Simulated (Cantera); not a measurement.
Cantera run:

```python
import numpy as np
import cantera as ct

gas_names = """
    C CH CH2 CH3 CH4 CN C2 C2H C2H2,acetylene C2H2,vinylidene C2H3,vinyl CH3CN C2H4 C2H5 C2H6 CCN CNC
    C2N2 C3 C3H3,propargyl C3H4,allene C3H4,propyne C3H4,cyclo- C3H5,allyl C3H6,propylene C3H6,cyclo-
    C3H7,n-propyl C3H7,i-propyl C3H8 C4 C4H2 C4H4,1,3-cyclo- C4H6,butadiene C4H6,2-butyne C4H6,cyclo-
    C4H8,1-butene C4H8,cis2-buten C4H8,tr2-butene C4H8,isobutene C4H8,cyclo- C4H9,n-butyl C4H9,i-butyl
    C4H9,s-butyl C4H9,t-butyl C4H10,isobutane C4H10,n-butane C4N2 C5 C5H6,1,3cyclo- C5H8,cyclo-
    C5H10,1-pentene C5H10,cyclo- C5H11,pentyl C5H11,t-pentyl C5H12,n-pentane C5H12,i-pentane
    CH3C(CH3)2CH3 C6H2 C6H5,phenyl C6H6 C6H10,cyclo- C6H12,1-hexene C6H12,cyclo- C6H13,n-hexyl
    C7H7,benzyl C7H8 C7H14,1-heptene C7H15,n-heptyl C7H16,n-heptane C8H8,styrene C8H10,ethylbenz
    C8H16,1-octene C8H17,n-octyl C8H18,isooctane C8H18,n-octane C9H19,n-nonyl C10H8,naphthale
    C10H21,n-decyl C12H9,o-bipheny C12H10,bipheny H HCN HCCN HNC H2 N NH NH2 NH3 N2 N2H2 N2H4 Si SiC
    SiC2 SiC4H12 SiH SiH2 SiH3 SiH4 SiN Si2 Si2C Si2N Si3
""".split()
cond_names = """
    C(gr) C6H6(L) C7H8(L) C8H18(L),n-octa Si(cr) Si(L) SiC(b) Si3N4(a)
""".split()


def load(file, names, dense=False):
    # The tables refer to 1 bar. Condensed volumes are neglected.
    table = {s.name: s for s in ct.Species.list_from_file(file)}
    out = []
    for n in names:
        d = dict(table[n].input_data)
        d["thermo"] = dict(d["thermo"], **{"reference-pressure": 1e5})
        if dense:
            d["equation-of-state"] = {"model": "constant-volume", "density": "1e6 g/cm^3"}
        out.append(ct.Species.from_dict(d))
    return out


gas = ct.Solution(thermo="ideal-gas", species=load("nasa_gas.yaml", gas_names))
cond = {s.name: ct.Solution(thermo="fixed-stoichiometry", species=[s], name=s.name)
        for s in load("nasa_condensed.yaml", cond_names, dense=True)}
atoms = {
    'Si3N4': {'Si': 3, 'N': 4},
    'C': {'C': 1},
    'H2': {'H': 2},
}
top_T = {'C(gr)': 4500, 'SiC(b)': 3050, 'Si3N4(a)': 2400}  # K; cautious upper limits of use, not melting points


def equilibrate(T, P, feed):
    n = {}
    for name, mol in feed.items():
        for a, k in atoms[name].items():
            n[a] = n.get(a, 0.0) + k * mol
    gas.TPX = T, P, n
    mass = sum(n.values()) * gas.mean_molecular_weight
    gas.equilibrate("TP")
    valid = [c for c in cond.values() if c.min_temp <= T <= top_T.get(c.name, c.max_temp)]
    mix = ct.Mixture([(gas, mass / gas.mean_molecular_weight)] + [(c, 0.0) for c in valid])
    mix.T, mix.P = T, P
    mix.equilibrate("TP", solver="vcs", rtol=1e-11, max_steps=5000)
    return mix


results = []
feed = {'Si3N4': 1, 'C': 0.073, 'H2': 0.63}  # mol
P = 8100  # Pa
for T in [2148, 2198, 2248, 2298, 2348, 2398, 2448, 2498, 2548, 2598, 2648, 2698]:
    mix = equilibrate(T, P, feed)
    results.append((T, P, feed, dict(zip(mix.species_names, mix.species_moles))))

top = {s: max(r[3][s] / sum(r[3][g] for g in gas_names) for r in results) for s in gas_names}
cols = sorted((s for s in top if top[s] > 1e-05), key=lambda s: -top[s])[:5]
seen = [c for c in cond_names if any(r[3].get(c, 0) > 1e-12 for r in results)]
print("log10 of partial pressures in bar; condensed amounts in mol")
print(f"{'T/K':>10s}" + "".join(f"{s[:9]:>10s}" for s in cols + seen))
for T, P, feed, n in results:
    ng = sum(n[g] for g in gas_names)
    print(f"{T:10.4g}" + "".join(f"{np.log10(max(n[s] / ng * P / 1e5, 1e-99)):10.3f}" for s in cols)
          + "".join(f"{n.get(c, 0):10.4g}" for c in seen))
```

It prints:

```
log10 of partial pressures in bar; condensed amounts in mol
       T/K        N2        H2        Si         H      Si2C     Si(L)    SiC(b)
      2148    -1.214    -1.723    -3.658    -3.241    -4.969      2.92   0.06986
      2198    -1.215    -1.727    -3.442    -3.118    -4.676     2.915   0.06842
      2248    -1.218    -1.732    -3.236    -3.000    -4.397     2.907   0.06634
      2298    -1.221    -1.740    -3.038    -2.889    -4.131     2.895   0.06326
      2348    -1.225    -1.750    -2.850    -2.783    -3.877     2.875   0.05867
      2398    -1.232    -1.763    -2.669    -2.684    -3.633     2.846   0.05169
      2448    -1.241    -1.780    -2.496    -2.591    -3.400       2.8   0.04085
      2498    -1.254    -1.804    -2.330    -2.505    -3.177     2.731   0.02361
      2548    -1.273    -1.835    -2.171    -2.427    -2.985     2.626         0
      2598    -1.295    -1.870    -2.017    -2.354    -2.956     2.474         0
      2648    -1.325    -1.917    -1.870    -2.291    -2.941     2.249         0
      2698    -1.367    -1.982    -1.728    -2.240    -2.943       1.9         0
```

Equilibrium computed with Cantera from the NASA thermochemical tables; the gas is ideal and each condensed phase is pure. Mutual solubility and eutectic melting of coexisting phases are not modelled. The tables' values for SiN are old estimates; treat these amounts as uncertain. Gases not in the tables: Si2H6 and higher silanes.
